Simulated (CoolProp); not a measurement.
Vapour-liquid equilibrium of dimethyl carbonate (1) + n-heptane (2) at 0.0624 MPa; x and y are mole fractions of (1).

The numbers come from the multi-fluid Helmholtz-energy mixture model, Zhou 2011 and Span 2003; pair parameters Bell 2016 in CoolProp.

```csv
x,bubble temperature (K),y at the bubble point,dew temperature at overall composition x (K),liquid density (mol/L)
0.05,351.1,?,354.6,6.449
0.2,343.8,0.435,350.6,?
0.35,341.4,0.530,346.3,7.491
0.5,340.6,?,342.1,?
0.65,340.6,0.608,341.1,8.833
0.8,341.3,0.663,344.2,9.697
0.95,345.2,0.844,?,10.70
```

### Question
Complete the blanks.

### Answer

- 0.05, y at the bubble point: 0.181
- 0.2, liquid density (mol/L): 6.953
- 0.5, y at the bubble point: 0.575
- 0.5, liquid density (mol/L): 8.106
- 0.95, dew temperature at overall composition x (K): 347.6

y crosses x between x = 0.5 and 0.65: the model has an azeotrope there.

The pair parameters rest on a limited set of measurements; away from them the model extrapolates.
